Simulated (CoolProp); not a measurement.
The numbers come from the reference Helmholtz-energy equation of state, de Reuck 1993 in CoolProp.

Question: Give the vapour pressure (MPa), vapour density (kg/m³), enthalpy of vaporisation (kJ/kg), liquid viscosity (µPa s) of saturated methanol at 355.7, 370, 389 K.

Answer: 
```tsv
T (K)	p (MPa)	vapour density (kg/m³)	enthalpy of vaporisation (kJ/kg)	liquid viscosity (µPa s)
355.7	0.198	2.31	1060	267
370	0.320	3.67	1030	230
389	0.570	6.44	979	191
```

Viscosity comes from a separate model (Xiang 2006).
